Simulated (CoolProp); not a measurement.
Hydrogen chloride at several states: fugacity coefficient from the reference equation and from simpler models built on Tc = 324.7 K, pc = 83.14 bar, ω = 0.130; each cubic takes its own stable root.

Model: reference Helmholtz-energy equation of state, Thol 2018, in CoolProp.

```
T (K)  p (bar)          phase  reference  van der Waals  Redlich-Kwong  Peng-Robinson
-----  -------  -------------  ---------  -------------  -------------  -------------
341.4     28.3            gas     0.8940         0.9112         0.9017         0.8920
367.2      354  supercritical     0.3779         0.4283         0.4103         0.3930
182       3.35         liquid     0.2067         0.9549         0.2372         0.2036
267.6     13.3            gas     0.8902         0.9251         0.9068         0.8975
```

At some of these states van der Waals gives the other phase, because its saturation line lies elsewhere.
